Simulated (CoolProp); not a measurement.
The fluid at 293.15 K and 0.113 MPa is throttled through a valve to 0.0173 MPa with no heat exchange. The same conditions are run with several fluids, on thermodynamics alone (safety and materials aside).

Model: reference Helmholtz-energy equation of state of each fluid (dodecamethylcyclohexasiloxane (D6): Colonna 2008; n-decane: Lemmon 2006; hexamethyldisiloxane (MM): Thol 2016; n-octane: Beckmüller 2019), in CoolProp.

Problem. Rank dodecamethylcyclohexasiloxane (D6), n-decane, hexamethyldisiloxane (MM), n-octane by final density (kg/m³), highest first.

Solution. dodecamethylcyclohexasiloxane (D6) (974), hexamethyldisiloxane (MM) (765), n-decane (730), n-octane (703)
